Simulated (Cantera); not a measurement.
A perfectly stirred reactor is fed with C₃H₈ : O₂ : N₂ = 1 : 5.75 : 21.6 (molar parts), equivalence ratio 0.87, at 6.00 bar; it is adiabatic with a 675 K inlet, and is followed from long to short residence time, starting on the burning branch (τ in s: 0.28, 0.1, 0.036, 0.013, 0.0048, 0.0017, 0.00063, 0.00023, 8.3e-05, 3e-05).

Model: GRI-Mech 3.0 (53 species, 325 reactions), integrated in Cantera. GRI-Mech 3.0 was tuned for natural gas; its chemistry of propane as a main component is partial and can be far from experiment.

x: mole fraction; the columns are a selection and need not sum to one.

```tsv
τ (s)	T (K)	x C₃H₈	x O₂	x H₂	x OH	x CH₄	x C₂H₂
0.28	2394	9.95e-9	0.0244	0.00121	0.00441	1.08e-8	5.70e-8
0.10	2394	2.77e-8	0.0247	0.00122	0.00444	2.96e-8	1.56e-7
0.036	2395	7.57e-8	0.0252	0.00125	0.00452	7.90e-8	4.15e-7
0.013	2395	(withheld)	0.0260	0.00131	0.00468	(withheld)	(withheld)
0.0048	2389	5.31e-7	0.0270	0.00146	0.00494	4.77e-7	2.47e-6
0.0017	2373	1.38e-6	0.0282	0.00182	0.00546	1.04e-6	5.26e-6
0.00063	2341	3.28e-6	0.0299	0.00249	0.00627	1.95e-6	9.21e-6
0.00023	2289	7.54e-6	0.0325	0.00356	0.00726	3.70e-6	1.45e-5
8.3e-5	2215	1.75e-5	0.0363	0.00497	0.00809	8.31e-6	2.29e-5
3.0e-5	2118	(withheld)	(withheld)	(withheld)	0.00815	(withheld)	(withheld)
```

Q: Complete the blanks.

A: 
- 0.013, x C₃H₈: 2.04e-7
- 0.013, x CH₄: 2.02e-7
- 0.013, x C₂H₂: 1.06e-6
- 3.0e-5, x C₃H₈: 4.49e-5
- 3.0e-5, x O₂: 0.0420
- 3.0e-5, x H₂: 0.00656
- 3.0e-5, x CH₄: 2.51e-5
- 3.0e-5, x C₂H₂: 4.21e-5
